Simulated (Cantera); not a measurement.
A freely propagating, adiabatic, planar premixed flame of CH4 : C2H6 : C3H8 : O2 : N2 = 1 : 0.28 : 0.068 : 5.11 : 16.9 (molar parts), unburnt at 548 K and 0.100 bar; multicomponent transport, grid criteria slope 0.08 and curve 0.16, no radiation.

Cantera simulation using GRI-Mech 3.0 (53 species, 325 reactions); the numbers are that mechanism's predictions, not measurements. Burning velocities carry a grid error of a few per cent, more on coarse grids.

Question: Predict: laminar burning velocity; thermal thickness; peak x(HCO); peak x(H2); peak x(C2H2).

Answer: 
- laminar burning velocity = 134 cm/s
- thermal thickness = 2.78 mm
- peak x(HCO) = 5.89e-5
- peak x(H2) = 0.0138
- peak x(C2H2) = 9.41e-5
